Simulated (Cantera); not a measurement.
A freely propagating, adiabatic, planar premixed flame of H₂ : O₂ : N₂ : H₂O = 1 : 0.455 : 1.71 : 0.28 (molar parts), equivalence ratio 1.1, unburnt at 650 K and 0.660 bar; mixture-averaged transport, grid criteria slope 0.08 and curve 0.16, no radiation.

Model: the H2/O2 subset of GRI-Mech 3.0, which has no nitrogen chemistry, integrated in Cantera. Burning velocities carry a grid error of a few per cent, more on coarse grids.

What does this change do: N2 1.71 to 2.2 parts?


```json
[
 {"quantity": "laminar burning velocity", "before": "795 cm/s", "after": "651 cm/s"},
 {"quantity": "thermal thickness", "before": "0.800 mm", "after": "0.870 mm"},
 {"quantity": "peak x(O)", "before": "0.0103", "after": "0.00781"},
 {"quantity": "peak x(HO₂)", "before": "0.000256", "after": "0.000215"},
 {"quantity": "peak x(OH)", "before": "0.0165", "after": "0.0117"}
]
```

What does this change do: inlet temperature 650 to 450 K?


```json
[
 {"quantity": "laminar burning velocity", "before": "795 cm/s", "after": "404 cm/s"},
 {"quantity": "thermal thickness", "before": "0.800 mm", "after": "0.659 mm"},
 {"quantity": "peak x(O)", "before": "0.0103", "after": "0.00805"},
 {"quantity": "peak x(HO₂)", "before": "0.000256", "after": "0.000394"},
 {"quantity": "peak x(OH)", "before": "0.0165", "after": "0.0136"}
]
```
